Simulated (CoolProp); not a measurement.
Properties of tetradecamethylhexasiloxane (MD4M) along the isotherm 620 K.

Values from CoolProp's reference Helmholtz-energy equation of state, Thol 2019.

```
p (bar)   phase  density (kg/m³)
-------  ------  ---------------
0.888       gas            8.361
1.78        gas            17.88
2.66        gas            28.79
3.55        gas            42.18
4.44        gas            59.64
5.33     liquid            487.0
6.21     liquid            492.3
7.1      liquid            497.1
7.99     liquid            501.4
8.88     liquid            505.4
9.77     liquid            509.1
10.7     liquid            512.6
11.5     liquid            515.5
12.4     liquid            518.5
```
